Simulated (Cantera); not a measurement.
**Adiabatic ignition**

An adiabatic, constant-pressure homogeneous reactor starts with 13.9 % CO, 2.23 % H2, 7.23 % CH4, 16.1 % O2, 60.5 % N2, at 1373 K and 8.80 bar.

Computed with Cantera and GRI-Mech 3.0 (53 species, 325 reactions).

```json
[
 {"t (s)": "3.00e-6", "T (K)": "1373", "x CO": "0.139", "x H2": "0.0223", "x CH4": "0.0723", "x HCN": "<1e-12", "x C2H4": "2.94e-11"},
 {"t (s)": "8.23e-6", "T (K)": "1373", "x CO": "0.139", "x H2": "0.0223", "x CH4": "0.0723", "x HCN": "<1e-12", "x C2H4": "1.46e-9"},
 {"t (s)": "2.26e-5", "T (K)": "1373", "x CO": "0.139", "x H2": "0.0222", "x CH4": "0.0723", "x HCN": "<1e-12", "x C2H4": "1.68e-7"},
 {"t (s)": "6.20e-5", "T (K)": "1380", "x CO": "0.139", "x H2": "0.0220", "x CH4": "0.0713", "x HCN": "<1e-12", "x C2H4": "2.35e-5"},
 {"t (s)": "0.000170", "T (K)": "1458", "x CO": "0.139", "x H2": "0.0219", "x CH4": "0.0626", "x HCN": "5.72e-12", "x C2H4": "0.000905"},
 {"t (s)": "0.000468", "T (K)": "2867", "x CO": "0.117", "x H2": "0.0236", "x CH4": "<1e-12", "x HCN": "3.43e-8", "x C2H4": "<1e-12"},
 {"t (s)": "0.00128", "T (K)": "2862", "x CO": "0.117", "x H2": "0.0238", "x CH4": "<1e-12", "x HCN": "4.47e-8", "x C2H4": "<1e-12"},
 {"t (s)": "0.00352", "T (K)": "2862", "x CO": "0.117", "x H2": "0.0238", "x CH4": "<1e-12", "x HCN": "4.48e-8", "x C2H4": "<1e-12"},
 {"t (s)": "0.00967", "T (K)": "2862", "x CO": "0.117", "x H2": "0.0238", "x CH4": "<1e-12", "x HCN": "4.48e-8", "x C2H4": "<1e-12"},
 {"t (s)": "0.0265", "T (K)": "2862", "x CO": "0.117", "x H2": "0.0238", "x CH4": "<1e-12", "x HCN": "4.48e-8", "x C2H4": "<1e-12"},
 {"t (s)": "0.0729", "T (K)": "2862", "x CO": "0.117", "x H2": "0.0238", "x CH4": "<1e-12", "x HCN": "4.48e-8", "x C2H4": "<1e-12"},
 {"t (s)": "0.200", "T (K)": "2862", "x CO": "0.117", "x H2": "0.0238", "x CH4": "<1e-12", "x HCN": "4.48e-8", "x C2H4": "<1e-12"}
]
```
x: mole fraction; the columns are a selection and need not sum to one.

- time of steepest temperature rise: 0.214 ms
- temperature at 0.200 s: 2862 K
- equilibrium temperature: 2862 K
- x(CO) at 0.200 s: 0.117 (gas-phase equilibrium 0.117)
- x(H2) at 0.200 s: 0.0238 (gas-phase equilibrium 0.0238)
- x(CH4) at 0.200 s: <1e-12 (gas-phase equilibrium <1e-12)
